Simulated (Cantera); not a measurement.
Mixture: CO : H2 : O2 : N2 = 1 : 0.056 : 0.352 : 1.32 (molar parts), equivalence ratio 1.5, at 0.987 atm, adiabatic and at constant volume. Ignition delay is the time to a rise of 400 K.

Detailed kinetics in Cantera: GRI-Mech 3.0 (53 species, 325 reactions). Where the delays flatten at high temperature, the 400 K rule measures the pace of heat release, not the induction time.

Problem. What does this change do: 0.062 parts H2O added?

Solution. 
```tsv
quantity	before	after
delay at 950 K	2.84 ms	4.83 ms
delay at 1150 K	0.161 ms	0.168 ms
delay at 1350 K	75.7 µs	72.6 µs
delay at 1550 K	55.4 µs	49.5 µs
```

Problem. What does this change do: pressure from 0.987 atm to 0.434 atm?

Solution. 
```json
[
 {"quantity": "delay at 950 K", "before": "2.84 ms", "after": "1.77 ms"},
 {"quantity": "delay at 1150 K", "before": "0.161 ms", "after": "0.360 ms"},
 {"quantity": "delay at 1350 K", "before": "75.7 µs", "after": "0.206 ms"},
 {"quantity": "delay at 1550 K", "before": "55.4 µs", "after": "0.179 ms"}
]
```
